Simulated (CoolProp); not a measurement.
Model: reference Helmholtz-energy equation of state, Zhou 2012, in CoolProp.

Task: For p-xylene, give the phase and the Z, cp (kJ/(kg K)), cv (kJ/(kg K)), speed of sound (m/s) at 346.85 °C and 4.41 MPa; 346.85 °C and 11 MPa; 346.85 °C and 15.5 MPa.

Result: 
- 346.85 °C and 4.41 MPa: supercritical; Z 0.211, cp 3.93, cv 2.35, speed of sound 174
- 346.85 °C and 11 MPa: supercritical; Z 0.418, cp 2.85, cv 2.28, speed of sound 396
- 346.85 °C and 15.5 MPa: supercritical; Z 0.559, cp 2.76, cv 2.27, speed of sound 475
